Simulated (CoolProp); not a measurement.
Vapour-liquid equilibrium of ethylene (1) + carbon dioxide (2) at 247.7 K; x and y are mole fractions of (1).

Values from CoolProp's multi-fluid Helmholtz-energy mixture model, Smukala 2000 and Span 1996; pair parameters Bell 2016.

Task: Give the bubble pressure and the first vapour's composition at x = 0.25, 0.45, 0.95. Is there an azeotrope?

Result: x = 0.25: 2.052 MPa, y = 0.336; x = 0.45: 2.199 MPa, y = 0.502; x = 0.95: 2.217 MPa, y = 0.944. y crosses x between x = 0.65 and 0.75: the model has an azeotrope there.

Pair parameters are fitted to limited data, so mixtures are less certain than the pure fluids.
